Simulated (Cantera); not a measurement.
Input (Python, Cantera):

```python
import numpy as np
import cantera as ct

gas = ct.Solution("gri30.yaml")
gas.TPX = 673, 500000, {'CH4': 1, 'O2': 4.55, 'N2': 17.1, 'H2O': 1.6}
inlet = ct.Reservoir(gas, clone=True)
gas.equilibrate("HP")  # start burning
reactor = ct.IdealGasConstPressureReactor(gas, energy="on", clone=False)
exhaust = ct.Reservoir(gas, clone=True)
tau = [0.18, 0.08, 0.036, 0.016, 0.0072, 0.0032, 0.0014, 0.00065, 0.00029, 0.00013, 5.8e-05][0]
for a, b in ((inlet, reactor), (reactor, exhaust)):
    ct.MassFlowController(a, b, mdot=lambda t: reactor.mass / tau)
net = ct.ReactorNet([reactor])
show = ['CH4', 'O2', 'H2O', 'HCN', 'HO2', 'C2H2', 'H']

rows = []
print(f"{'tau/s':>10s}{'T/K':>9s}" + "".join(f"{s:>11s}" for s in show))
for tau in [0.18, 0.08, 0.036, 0.016, 0.0072, 0.0032, 0.0014, 0.00065, 0.00029, 0.00013, 5.8e-05]:
    net.initial_time = 0.0
    net.advance(30 * tau)
    before = gas.X
    net.advance(40 * tau)
    drift = np.max(np.abs(gas.X - before) / (gas.X + 1e-9))
    rows.append([gas.T, *gas[show].X, drift])
    print(f"{tau:10.3e}{gas.T:9.1f}" + "".join(f"{x:11.3e}" for x in gas[show].X))
```

It prints:

```
     tau/s      T/K        CH4         O2        H2O        HCN        HO2       C2H2          H
 1.800e-01   1594.1  8.615e-06  1.052e-01  1.483e-01  5.081e-10  1.179e-06  5.157e-09  1.897e-07
 8.000e-02   1593.2  1.568e-05  1.052e-01  1.483e-01  7.405e-10  1.930e-06  1.338e-08  3.790e-07
 3.600e-02   1591.7  2.801e-05  1.053e-01  1.482e-01  1.120e-09  3.302e-06  3.130e-08  7.760e-07
 1.600e-02   1589.0  5.076e-05  1.054e-01  1.481e-01  1.710e-09  5.879e-06  6.945e-08  1.635e-06
 7.200e-03   1584.0  9.321e-05  1.057e-01  1.479e-01  2.504e-09  1.064e-05  1.461e-07  3.421e-06
 3.200e-03   1574.0  1.831e-04  1.064e-01  1.475e-01  3.437e-09  2.019e-05  3.124e-07  7.170e-06
 1.400e-03   1546.8  4.524e-04  1.082e-01  1.465e-01  4.076e-09  4.420e-05  8.255e-07  1.446e-05
 6.500e-04    673.0  4.124e-02  1.876e-01  6.598e-02  1.481e-22  1.750e-14  2.869e-19  7.685e-24
 2.900e-04    673.0  4.124e-02  1.876e-01  6.598e-02 -9.385e-26  7.799e-15 -1.818e-22  3.407e-24
 1.300e-04    673.0  4.124e-02  1.876e-01  6.598e-02 -2.015e-27  3.591e-15 -3.902e-24  1.553e-24
 5.800e-05    673.0  4.124e-02  1.876e-01  6.598e-02  5.469e-32  1.561e-15  1.059e-28  6.585e-25
```

Computed with Cantera and GRI-Mech 3.0 (53 species, 325 reactions).
